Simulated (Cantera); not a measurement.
Equilibrium for roasting and sulfation: FeS2 + SO3 + CO2

Input: 1 mol FeS2, 0.26 mol SO3, 0.35 mol CO2, equilibrated at 0.750 bar.

These are equilibrium values from Cantera (NASA tables, ideal gas, pure condensed phases), not measurements of a reactor. Candidate condensed phases: C, Fe, Fe(CO)5, FeO, FeS, FeSO4, FeS2, Fe2O3, Fe2(SO4)3, Fe3O4, S; 25 gas species. FeS: taken at fixed stoichiometry. Gases not in the tables: S3 to S7. Kinetics and transport are ignored.

| T (K) | log p SO2 | log p CO2 | log p S2 | log p CO | log p S2O | n FeS2(s) | n Fe3O4(s) | n FeS(s) | n FeS(l) |
|---|---|---|---|---|---|---|---|---|---|
| 823 | -0.42 | -0.43 | -2.80 | -4.74 | -3.50 | 0.950 | 0.0167 | 0 | 0 |
| 873 | -0.43 | -0.43 | -2.33 | -4.25 | -3.16 | 0.947 | 0.0175 | 0 | 0 |
| 923 | -0.42 | -0.47 | -1.54 | -3.77 | -2.58 | 0.806 | 0 | 0.194 | 0 |
| 973 | -0.54 | -0.59 | -0.72 | -3.32 | -2.04 | 0.335 | 0 | 0.665 | 0 |
| 1023 | -0.61 | -0.65 | -0.57 | -3.05 | -1.97 | 0 | 0 | 1.00 | 0 |
| 1073 | -0.61 | -0.66 | -0.57 | -2.81 | -1.98 | 0 | 0 | 1.00 | 0 |
| 1123 | -0.61 | -0.66 | -0.57 | -2.59 | -1.99 | 0 | 0 | 1.00 | 0 |
| 1173 | -0.61 | -0.66 | -0.57 | -2.40 | -2.00 | 0 | 0 | 1.00 | 0 |
| 1223 | -0.61 | -0.67 | -0.57 | -2.22 | -2.00 | 0 | 0 | 1.00 | 0 |
| 1273 | -0.60 | -0.67 | -0.57 | -2.06 | -2.01 | 0 | 0 | 1.00 | 0 |
| 1323 | -0.60 | -0.68 | -0.58 | -1.91 | -2.02 | 0 | 0 | 1.00 | 0 |
| 1373 | -0.60 | -0.69 | -0.58 | -1.78 | -2.02 | 0 | 0 | 1.00 | 0 |
| 1423 | -0.59 | -0.70 | -0.58 | -1.66 | -2.03 | 0 | 0 | 1.00 | 0 |
| 1473 | -0.59 | -0.72 | -0.59 | -1.55 | -2.03 | 0 | 0 | 0 | 1.00 |
log p: log10 of the partial pressure in bar; n: condensed amount in mol.

From 823 K to 873 K the condensed part is FeS2(s) + Fe3O4(s). From 923 K to 973 K the condensed part is FeS(s) + FeS2(s). From 1023 K to 1423 K the condensed part is FeS(s). At 1473 K the condensed part is FeS(l).
